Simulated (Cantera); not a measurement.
A closed system holds: 1 mol CaCl2, 16 mol H2, equilibrated at 133 Pa.

Method: chemical equilibrium by Gibbs-energy minimisation in Cantera with the NASA 1993 tables (ideal gas, pure condensed phases). Candidate condensed phases: Ca, CaCl2; 9 gas species. Rates play no part.

Question: Which condensed phases are stable at each of these points (T (K)): 1000, 1050, 1100, 1150, 1200, 1250, 1300, 1350, 1400, 1450?

Answer: 
| T (K) | condensed phases | Ca condensed (%) |
|---|---|---|
| 1000 | CaCl2(s) | 100.0 |
| 1050 | CaCl2(l) | 99.8 |
| 1100 | CaCl2(l) | 99.3 |
| 1150 | CaCl2(l) | 97.5 |
| 1200 | CaCl2(l) | 91.5 |
| 1250 | CaCl2(l) | 74.2 |
| 1300 | CaCl2(l) | 27.2 |
| 1350 | gas only | 0.0 |
| 1400 | gas only | 0.0 |
| 1450 | gas only | 0.0 |

At 1000 K the condensed part is CaCl2(s). From 1050 K to 1300 K the condensed part is CaCl2(l). From 1350 K to 1450 K nothing is condensed.
